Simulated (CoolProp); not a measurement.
Vapour-liquid equilibrium of R143a (1) + propane (2) at -4.05 °C; x and y are mole fractions of (1).

The numbers come from the multi-fluid Helmholtz-energy mixture model, Lemmon and Jacobsen 2000 and Lemmon 2009; pair parameters Bell 2016 in CoolProp.

```csv
x,bubble pressure (bar),y at the bubble point,dew pressure at overall composition x (bar),liquid density (mol/L)
0.05,4.811,0.157,4.369,12.05
0.2,5.891,0.375,5.009,11.91
0.35,6.352,0.475,5.762,11.82
0.5,6.546,0.547,6.438,11.81
0.65,6.565,0.624,6.534,11.88
0.8,6.361,0.729,6.144,12.03
0.95,5.775,0.907,5.626,12.26
```

y crosses x between x = 0.5 and 0.65: the model has an azeotrope there.

Pair parameters are fitted to limited data, so mixtures are less certain than the pure fluids.
